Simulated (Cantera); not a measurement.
**Stirred combustor or abatement burner**

A perfectly stirred reactor is fed with 14.2 % CH4, 0.441 % H2, 17.9 % O2, 67.4 % N2, at 278 Torr; it is adiabatic with a 325 K inlet, and is followed from long to short residence time, starting on the burning branch (τ in s: 0.29, 0.13, 0.056, 0.025, 0.011, 0.0049, 0.0021, 0.00095, 0.00042, 0.00019, 8.2e-05, 3.6e-05, 1.6e-05).

Model: GRI-Mech 3.0 (53 species, 325 reactions), integrated in Cantera.

| τ (s) | T (K) | x CH4 | x H2 | x O2 | x NO | x N2O | x CH2O | x HCO |
|---|---|---|---|---|---|---|---|---|
| 0.29 | 1859 | 0.00174 | 0.0943 | 0.000236 | 4.14e-5 | 9.17e-9 | 4.34e-6 | 6.06e-8 |
| 0.13 | 1858 | 0.00216 | 0.0917 | 0.000430 | 3.94e-5 | 1.11e-8 | 7.34e-6 | 1.17e-7 |
| 0.056 | 1856 | 0.00259 | 0.0891 | 0.000786 | 3.56e-5 | 1.22e-8 | 1.26e-5 | 2.41e-7 |
| 0.025 | 1849 | 0.00304 | 0.0866 | 0.00139 | 3.03e-5 | 1.18e-8 | 2.09e-5 | 4.91e-7 |
| 0.011 | 1837 | 0.00369 | 0.0838 | 0.00254 | 2.35e-5 | 9.88e-9 | 3.56e-5 | 1.02e-6 |
| 0.0049 | 1812 | 0.00489 | 0.0803 | 0.00489 | 1.55e-5 | 6.98e-9 | 6.30e-5 | 2.12e-6 |
| 0.0021 | 1724 | 0.00974 | 0.0730 | 0.0141 | 4.08e-6 | 4.11e-9 | 0.000154 | 4.49e-6 |
| 0.00095 | 325 | 0.142 | 0.00441 | 0.179 | <1e-12 | <1e-12 | <1e-12 | <1e-12 |
| 0.00042 | 325 | 0.142 | 0.00441 | 0.179 | <1e-12 | <1e-12 | <1e-12 | <1e-12 |
| 0.00019 | 325 | 0.142 | 0.00441 | 0.179 | <1e-12 | <1e-12 | <1e-12 | <1e-12 |
| 8.2e-5 | 325 | 0.142 | 0.00441 | 0.179 | <1e-12 | <1e-12 | <1e-12 | <1e-12 |
| 3.6e-5 | 325 | 0.142 | 0.00441 | 0.179 | <1e-12 | <1e-12 | <1e-12 | <1e-12 |
| 1.6e-5 | 325 | 0.142 | 0.00441 | 0.179 | <1e-12 | <1e-12 | <1e-12 | <1e-12 |
x: mole fraction; the columns are a selection and need not sum to one.
